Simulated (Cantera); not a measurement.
# Equilibrium for silicon oxide and oxynitride deposition: SiF4 + NO

A closed system holds: 1 mol SiF4, 25 mol NO, at 1.33 mbar.

Method: chemical equilibrium by Gibbs-energy minimisation in Cantera with the NASA 1993 tables (ideal gas, pure condensed phases). Candidate condensed phases: Si, SiO2, Si2N2O, Si3N4; 28 gas species. The tables' values for SiF3, SiO2 are old estimates; treat these amounts as uncertain. The tables hold silica as quartz up to 1696 K and as liquid above; real silica turns to tridymite and cristobalite and melts near 1996 K. The numbers say what is thermodynamically allowed, not how fast it happens.

```csv
T (K),x N2,x O2,x SiF4,x O,x NO,x F,x SiF3,x SiO,n SiO2(β-quartz),n SiO2(condensed)
723,0.481,0.481,0.0385,<1e-12,5.48e-7,<1e-12,<1e-12,<1e-12,0,0
823,0.481,0.481,0.0385,4.37e-12,3.48e-6,<1e-12,<1e-12,<1e-12,0,0
923,0.481,0.481,0.0385,2.37e-10,1.48e-5,1.53e-11,<1e-12,<1e-12,0,0
1023,0.481,0.481,0.0385,5.91e-9,4.73e-5,4.18e-10,1.35e-12,<1e-12,0,0
1123,0.481,0.481,0.0385,8.35e-8,0.000123,6.39e-9,5.27e-11,<1e-12,0,0
1223,0.481,0.481,0.0385,7.67e-7,0.000275,6.26e-8,1.12e-9,<1e-12,0,0
1323,0.480,0.480,0.0385,5.05e-6,0.000542,4.36e-7,1.50e-8,<1e-12,0,0
1423,0.480,0.480,0.0385,2.56e-5,0.000971,2.32e-6,1.38e-7,3.09e-12,0,0
1523,0.480,0.480,0.0385,0.000105,0.00161,9.93e-6,9.50e-7,2.51e-10,0,0
1623,0.479,0.479,0.0384,0.000361,0.00251,3.56e-5,5.13e-6,1.17e-8,0.000196,0
1723,0.479,0.478,0.0384,0.00108,0.00372,0.000110,2.26e-5,3.44e-7,0,0.000542
1823,0.477,0.476,0.0383,0.00285,0.00526,0.000304,8.40e-5,6.77e-6,0,0.00108
1923,0.475,0.472,0.0379,0.00681,0.00715,0.000777,0.000262,8.58e-5,0,0
2023,0.472,0.464,0.0371,0.0149,0.00937,0.00227,0.000574,0.000334,0,0
```
x: gas mole fraction; n: condensed amount in mol.

From 723 K to 1523 K nothing is condensed. At 1623 K the condensed part is SiO2(β-quartz). From 1723 K to 1823 K the condensed part is SiO2(condensed). From 1923 K to 2023 K nothing is condensed. The main Si-bearing gas is SiF4 throughout.
